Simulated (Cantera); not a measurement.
A closed system holds: 1 mol Si, 2.1 mol HCl, 4.6 mol H2, equilibrated at 0.133 bar.

Equilibrium computed with Cantera from the NASA thermochemical tables; the gas is ideal and each condensed phase is pure. Candidate condensed phases: Si; 19 gas species. The tables' values for SiCl3 are old estimates; treat these amounts as uncertain. Equilibrium is a limit: real reactors are often held back by kinetics, nucleation or transport.

x: gas mole fraction; n: condensed amount in mol.

```tsv
T (°C)	x H2	x HCl	x SiCl2	x SiCl4	x SiHCl3	x SiCl3	n Si(s)
277	0.907	1.49e-5	7.96e-11	0.0634	0.0293	3.78e-8	0.428
352	0.907	9.91e-5	5.47e-9	0.0640	0.0283	6.12e-7	0.430
427	0.907	0.000437	1.50e-7	0.0646	0.0274	5.43e-6	0.431
502	0.906	0.00144	2.15e-6	0.0649	0.0265	3.14e-5	0.434
577	0.905	0.00380	1.90e-5	0.0648	0.0256	0.000132	0.439
652	0.901	0.00854	0.000117	0.0640	0.0245	0.000434	0.446
727	0.895	0.0168	0.000536	0.0619	0.0232	0.00117	0.459
802	0.886	0.0297	0.00194	0.0578	0.0215	0.00266	0.475
877	0.871	[?]	[?]	[?]	[?]	0.00515	0.491
952	0.851	[?]	[?]	[?]	[?]	0.00842	0.501
1027	0.829	0.0925	0.0275	0.0277	0.0113	0.0113	0.497
1102	0.808	0.112	0.0448	0.0154	0.00709	0.0123	0.478
1177	0.793	0.125	0.0606	0.00701	0.00384	0.0108	0.456
1252	0.784	0.131	0.0716	0.00281	0.00190	0.00823	0.437
```

Task: Some entries are withheld; supply them.

Result: 
- 952, x HCl: 0.0695
- 952, x SiCl2: 0.0138
- 952, x SiCl4: 0.0405
- 952, x SiHCl3: 0.0155
- 877, x HCl: 0.0475
- 877, x SiCl2: 0.00570
- 877, x SiCl4: 0.0509
- 877, x SiHCl3: 0.0189
